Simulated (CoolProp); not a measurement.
Model: reference Helmholtz-energy equation of state, Thol 2019, in CoolProp.

### Question
For n-hexane, give the phase and the Z, cp (kJ/(kg K)) at 325.25 °C and 8.88 bar; 325.25 °C and 11.4 bar.

### Answer
- 325.25 °C and 8.88 bar: gas; Z 0.942, cp 2.93
- 325.25 °C and 11.4 bar: gas; Z 0.925, cp 2.95
